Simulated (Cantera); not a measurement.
A closed system holds: 1 mol TEOS, 9.8 mol O2, 0.63 mol H2, 12 mol H2O, at 1250 K and 0.100 bar.

Method: chemical equilibrium by Gibbs-energy minimisation in Cantera with the NASA 1993 tables (ideal gas, pure condensed phases). Candidate condensed phases: C, C6H6, C7H8, C8H18, H2O, Si, SiC, SiO2; 123 gas species. The feed counts by its element totals alone. The tables hold silica as quartz up to 1696 K and as liquid above; real silica turns to tridymite and cristobalite and melts near 1996 K. Gases not in the tables: Si(OH)4. Equilibrium is a limit: real reactors are often held back by kinetics, nucleation or transport.

Base state: H2O 0.630, CO2 0.206, H2 0.109, CO 0.0555 (mole fractions); condensed: SiO2(β-quartz).

**Question.** What changes in the equilibrium state with this change: TEOS replaced by Si2H6?

**Answer.** 
| species | before | after |
|---|---|---|
| H2O | 0.630 | 0.723 |
| O2 | <1e-9 | 0.277 |
| OH | 3.01e-8 | 2.94e-5 |
| CO2 | 0.206 | 0 |
| H2 | 0.109 | 1.50e-7 |
| CO | 0.0555 | 0 |
| SiO2(β-quartz), mol | 1.00 | 2.00 |

**Question.** What changes in the equilibrium state with this change: TEOS replaced by SiCl4?

**Answer.** 
| species | before | after |
|---|---|---|
| H2O | 0.630 | 0.442 |
| O2 | <1e-9 | 0.393 |
| HCl | 0 | 0.163 |
| CO2 | 0.206 | 0 |
| CO | 0.0555 | 0 |
| H2 | 0.109 | 7.70e-8 |
| Cl2 | 0 | 0.000970 |
| Cl | 0 | 0.000769 |
| OH | 3.01e-8 | 2.51e-5 |
| SiO2(β-quartz), mol | 1.00 | 1.00 |

**Question.** What changes in the equilibrium state with this change: temperature from 1250 K to 1873 K?

**Answer.** 
| species | before | after |
|---|---|---|
| H2O | 0.630 | 0.660 |
| CO2 | 0.206 | 0.175 |
| CO | 0.0555 | 0.0856 |
| H2 | 0.109 | 0.0784 |
| SiO | <1e-9 | 1.02e-5 |
| OH | 3.01e-8 | 0.000373 |
| H | 5.04e-7 | 0.000572 |
| SiO2(β-quartz), mol | 1.00 | 0 |
| SiO2(condensed), mol | 0 | 1.000 |
